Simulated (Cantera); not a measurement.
Feed: 1 mol SiO2, a varied amount of H2, 0.0018 mol Si, at 2698 K and 2.30 bar.

Equilibrium computed with Cantera from the NASA thermochemical tables; the gas is ideal and each condensed phase is pure. Candidate condensed phases: H2O, Si, SiO2; 18 gas species. The tables hold silica as quartz up to 1696 K and as liquid above; real silica turns to tridymite and cristobalite and melts near 1996 K. Gases not in the tables: Si(OH)4. The numbers say what is thermodynamically allowed, not how fast it happens.

Q: Which condensed phases are stable at each of these points (n(H2) (mol)): 0.44, 0.6, 0.81, 1.1, 1.5, 2, 2.7, 3.7, 4.9, 6.7?

A: 
```tsv
n(H2) (mol)	condensed phases	Si condensed (%)
0.44	SiO2(l)	87.2
0.6	SiO2(l)	82.7
0.81	SiO2(l)	76.7
1.1	SiO2(l)	68.5
1.5	SiO2(l)	57.1
2	SiO2(l)	42.9
2.7	SiO2(l)	22.9
3.7	gas only	0.0
4.9	gas only	0.0
6.7	gas only	0.0
```

From 0.44 mol H2 to 2.7 mol H2 the condensed part is SiO2(l). From 3.7 mol H2 to 6.7 mol H2 nothing is condensed.
